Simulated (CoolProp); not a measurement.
Properties of C2F6 (R116) along the isotherm -95.05 °C.

Computed with CoolProp (reference Helmholtz-energy equation of state, Lemmon 2006). It is a short technical equation, of lower accuracy than the large ones.

| p (MPa) | phase | cp (kJ/(kg K)) | Joule-Thomson coefficient (K/MPa) |
|---|---|---|---|
| 1.09 | liquid | 0.9008 | … |
| 2.18 | liquid | … | … |
| 3.27 | liquid | … | … |

### Question
Some entries are withheld; supply them.

### Answer

- 1.09, Joule-Thomson coefficient (K/MPa): -0.3728
- 2.18, cp (kJ/(kg K)): 0.8986
- 2.18, Joule-Thomson coefficient (K/MPa): -0.3771
- 3.27, cp (kJ/(kg K)): 0.8966
- 3.27, Joule-Thomson coefficient (K/MPa): -0.3813
